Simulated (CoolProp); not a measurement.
A single-stage vapour-compression cycle with the fluid: evaporating at 255.15 K (dew point), condensing at 303.15 K (bubble point), superheat 8 K, subcooling 2 K, compressor efficiency 0.75, no pressure losses. The same conditions are run with several fluids, on thermodynamics alone (safety and materials aside).

Computed with CoolProp (reference Helmholtz-energy equation of state of each fluid (R115: Lemmon 2016; R1224YDZ: Akasaka 2023; isobutene: Lemmon 2005; hydrogen chloride: Thol 2018; R141b: Lemmon 2006; n-perfluorobutane: Gao 2022)).

```json
[
 {"fluid": "R115", "cooling COP": "2.91", "pressure ratio": "4.30", "discharge temperature (K)": "311.2", "refrigerating effect (kJ/kg)": "74.5", "volumetric capacity (kJ/m³)": "1350"},
 {"fluid": "R1224YDZ", "cooling COP": "3.34", "pressure ratio": "7.51", "discharge temperature (K)": "322.5", "refrigerating effect (kJ/kg)": "139", "volumetric capacity (kJ/m³)": "224"},
 {"fluid": "isobutene", "cooling COP": "3.36", "pressure ratio": "5.49", "discharge temperature (K)": "326.8", "refrigerating effect (kJ/kg)": "309", "volumetric capacity (kJ/m³)": "525"},
 {"fluid": "hydrogen chloride", "cooling COP": "2.71", "pressure ratio": "3.37", "discharge temperature (K)": "393.6", "refrigerating effect (kJ/kg)": "263", "volumetric capacity (kJ/m³)": "8180"},
 {"fluid": "R141b", "cooling COP": "3.48", "pressure ratio": "8.17", "discharge temperature (K)": "340.5", "refrigerating effect (kJ/kg)": "199", "volumetric capacity (kJ/m³)": "124"},
 {"fluid": "n-perfluorobutane", "cooling COP": "2.73", "pressure ratio": "6.16", "discharge temperature (K)": "303.1", "refrigerating effect (kJ/kg)": "57.9", "volumetric capacity (kJ/m³)": "328"}
]
```

The compression ends wet for: n-perfluorobutane.
